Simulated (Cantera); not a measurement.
What does this Cantera script print?

```python
import numpy as np
import cantera as ct

gas_names = [...]  # 47 gases of nasa_gas.yaml made of Cl, H, N, O, Si
cond_names = """
    H2O(s) H2O(L) NH4CL(a) NH4CL(b) Si(cr) Si(L) SiO2(Lqz) SiO2(hqz) SiO2(L) Si2N2O(s) Si3N4(a)
""".split()


# ... load() reads the species with a 1 bar reference pressure and builds the phases ...
atoms = {
    'SiH2Cl2': {'Si': 1, 'H': 2, 'CL': 2},
    'NO': {'N': 1, 'O': 1},
    'N2': {'N': 2},
}
top_T = {'Si2N2O(s)': 2100, 'Si3N4(a)': 2400}  # K; cautious upper limits of use, not melting points


# ... equilibrate(T, P, feed) seeds the gas with the atoms and calls Mixture.equilibrate('TP', solver="vcs", rtol=1e-11, max_steps=5000) ...
results = []
P = 1200  # Pa
for T in [700, 750, 800, 850, 900, 950, 1000, 1050, 1100]:
    for m in [12, 19, 29, 45, 69, 110, 160]:
        feed = {'SiH2Cl2': 1, 'NO': 0.45, 'N2': m}  # mol
        mix = equilibrate(T, P, feed)
        results.append((T, P, feed, dict(zip(mix.species_names, mix.species_moles))))

for T, P, feed, n in results:
    print(f"{T:7g} {feed['N2']:10.4g}  " + (" + ".join(c for c in cond_names if n.get(c, 0) > 1e-12) or "gas only"))
```

It prints:

```
    700         12  Si2N2O(s)
    700         19  Si2N2O(s)
    700         29  Si2N2O(s)
    700         45  Si2N2O(s)
    700         69  Si2N2O(s)
    700        110  Si2N2O(s)
    700        160  Si2N2O(s)
    750         12  Si2N2O(s)
    750         19  Si2N2O(s)
    750         29  Si2N2O(s)
    750         45  Si2N2O(s)
    750         69  Si2N2O(s)
    750        110  Si2N2O(s)
    750        160  Si2N2O(s)
    800         12  Si2N2O(s)
    800         19  Si2N2O(s)
    800         29  Si2N2O(s)
    800         45  Si2N2O(s)
    800         69  Si2N2O(s)
    800        110  Si2N2O(s)
    800        160  Si2N2O(s)
    850         12  Si2N2O(s)
    850         19  Si2N2O(s)
    850         29  Si2N2O(s)
    850         45  Si2N2O(s)
    850         69  Si2N2O(s)
    850        110  Si2N2O(s)
    850        160  Si2N2O(s)
    900         12  Si2N2O(s)
    900         19  Si2N2O(s)
    900         29  Si2N2O(s)
    900         45  Si2N2O(s)
    900         69  Si2N2O(s)
    900        110  Si2N2O(s)
    900        160  Si2N2O(s)
    950         12  Si2N2O(s)
    950         19  Si2N2O(s)
    950         29  Si2N2O(s)
    950         45  Si2N2O(s)
    950         69  Si2N2O(s)
    950        110  Si2N2O(s)
    950        160  Si2N2O(s) + Si3N4(a)
   1000         12  Si2N2O(s)
   1000         19  Si2N2O(s)
   1000         29  Si2N2O(s)
   1000         45  Si2N2O(s)
   1000         69  Si2N2O(s)
   1000        110  Si2N2O(s)
   1000        160  Si2N2O(s) + Si3N4(a)
   1050         12  Si2N2O(s)
   1050         19  Si2N2O(s)
   1050         29  Si2N2O(s)
   1050         45  Si2N2O(s)
   1050         69  Si2N2O(s)
   1050        110  Si2N2O(s) + Si3N4(a)
   1050        160  Si2N2O(s) + Si3N4(a)
   1100         12  Si2N2O(s)
   1100         19  Si2N2O(s)
   1100         29  Si2N2O(s)
   1100         45  Si2N2O(s)
   1100         69  Si2N2O(s)
   1100        110  Si2N2O(s) + Si3N4(a)
   1100        160  Si2N2O(s) + Si3N4(a)
```

Method: chemical equilibrium by Gibbs-energy minimisation in Cantera with the NASA 1993 tables (ideal gas, pure condensed phases). Mutual solubility and eutectic melting of coexisting phases are not modelled. The tables' values for SiCl3 are old estimates.
